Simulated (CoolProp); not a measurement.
Saturation properties of dimethyl ether (Tc = 400.4 K, pc = 5.337 MPa, ω = 0.196).

Values from CoolProp's reference Helmholtz-energy equation of state, Wu 2011.

```json
[
 {"T (K)": "278.8", "p (MPa)": "0.3236", "liquid density (kg/m³)": "691.6", "enthalpy of vaporisation (kJ/kg)": "[?]"},
 {"T (K)": "283.7", "p (MPa)": "0.3800", "liquid density (kg/m³)": "684.2", "enthalpy of vaporisation (kJ/kg)": "[?]"},
 {"T (K)": "288.5", "p (MPa)": "0.4423", "liquid density (kg/m³)": "676.8", "enthalpy of vaporisation (kJ/kg)": "[?]"},
 {"T (K)": "293.4", "p (MPa)": "0.5134", "liquid density (kg/m³)": "669.0", "enthalpy of vaporisation (kJ/kg)": "407.4"},
 {"T (K)": "298.2", "p (MPa)": "0.5911", "liquid density (kg/m³)": "661.4", "enthalpy of vaporisation (kJ/kg)": "400.3"},
 {"T (K)": "303.1", "p (MPa)": "0.6791", "liquid density (kg/m³)": "653.3", "enthalpy of vaporisation (kJ/kg)": "[?]"},
 {"T (K)": "307.9", "p (MPa)": "0.7744", "liquid density (kg/m³)": "645.3", "enthalpy of vaporisation (kJ/kg)": "385.3"},
 {"T (K)": "312.8", "p (MPa)": "0.8817", "liquid density (kg/m³)": "636.9", "enthalpy of vaporisation (kJ/kg)": "377.3"},
 {"T (K)": "317.6", "p (MPa)": "0.9970", "liquid density (kg/m³)": "628.4", "enthalpy of vaporisation (kJ/kg)": "369.2"},
 {"T (K)": "322.4", "p (MPa)": "1.123", "liquid density (kg/m³)": "619.7", "enthalpy of vaporisation (kJ/kg)": "360.8"},
 {"T (K)": "327.3", "p (MPa)": "[?]", "liquid density (kg/m³)": "610.5", "enthalpy of vaporisation (kJ/kg)": "351.8"},
 {"T (K)": "332.1", "p (MPa)": "1.413", "liquid density (kg/m³)": "601.2", "enthalpy of vaporisation (kJ/kg)": "342.6"},
 {"T (K)": "337", "p (MPa)": "1.579", "liquid density (kg/m³)": "591.4", "enthalpy of vaporisation (kJ/kg)": "332.7"},
 {"T (K)": "341.8", "p (MPa)": "1.756", "liquid density (kg/m³)": "581.4", "enthalpy of vaporisation (kJ/kg)": "322.6"}
]
```

Task: What belongs in the gaps?

Result: 
- 278.8, enthalpy of vaporisation (kJ/kg): 427.6
- 283.7, enthalpy of vaporisation (kJ/kg): 421.0
- 288.5, enthalpy of vaporisation (kJ/kg): 414.3
- 303.1, enthalpy of vaporisation (kJ/kg): 392.8
- 327.3, p (MPa): 1.264

It boils at 248.4 K under 1 atm.
